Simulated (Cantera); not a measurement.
Standard-state values (1 bar) from the NASA 1993 polynomials, evaluated with Cantera. Values are per mole of reaction as written; species without (g) are pure solids or liquids, kept so even where they would boil at 1 bar.

2 F₂(g) + MgS + O(g) → SF₄(g) + MgO

```
T (K)  ΔH° (kJ)  ΔS° (J/K)  ΔG° (kJ)  log10 K
-----  --------  ---------  --------  -------
475     -1269.0     -293.7   -1129.5   124.21
525         [?]        [?]       [?]      [?]
575     -1268.9     -293.5   -1100.2    99.94
625         [?]        [?]       [?]      [?]
675     -1268.5     -292.9   -1070.8    82.86
725         [?]        [?]       [?]      [?]
```

Fill in the missing entries.


- 525, ΔH° (kJ): -1269.0
- 525, ΔS° (J/K): -293.7
- 525, ΔG° (kJ): -1114.8
- 525, log10 K: 110.92
- 625, ΔH° (kJ): -1268.8
- 625, ΔS° (J/K): -293.2
- 625, ΔG° (kJ): -1085.5
- 625, log10 K: 90.72
- 725, ΔH° (kJ): -1268.3
- 725, ΔS° (J/K): -292.5
- 725, ΔG° (kJ): -1056.2
- 725, log10 K: 76.09
